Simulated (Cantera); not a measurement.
Charge: 1 mol C₂H₂, a varied amount of H₂O, 0.49 mol H₂, at 1000 Pa.

Equilibrium computed with Cantera from the NASA thermochemical tables; the gas is ideal and each condensed phase is pure. Candidate condensed phases: C, C₆H₆, C₇H₈, C₈H₁₈, H₂O; 110 gas species. Equilibrium is a limit: real reactors are often held back by kinetics, nucleation or transport.

Stable condensed phases, one row left out:

```
T in °C \ n(H₂O) in mol
         0.72 0.87    1  1.3  1.5  1.8  2.2  2.6  3.2  3.8  4.6
    977     A    A    A    A    A    A    B    B    B    B    B
    927     A    A    A    A    A    A    B    B    B    B    B
    877     A    A    A    A    A    A    B    B    B    B    B
    827     A    A    A    A    A    A    B    B    B    B    B
    777     A    A    A    A    A    A    B    B    B    B    B
    727     A    A    A    A    A    A    B    B    B    B    B
    677     A    A    A    A    A    A    B    B    B    B    B
    627     A    A    A    A    A    A    B    B    B    B    B
    577     A    A    A    A    A    A    B    B    B    B    B
    527     A    A    A    A    A    A    A    A    B    B    B
    477     A    A    A    A    A    A    A    A    A    B    B
    377     A    A    A    A    A    A    A    A    A    A    A
```

A: C; B: gas only.

Q: Give the row for 427 °C.

A: 0.72: C; 0.87: C; 1: C; 1.3: C; 1.5: C; 1.8: C; 2.2: C; 2.6: C; 3.2: C; 3.8: C; 4.6: gas only.
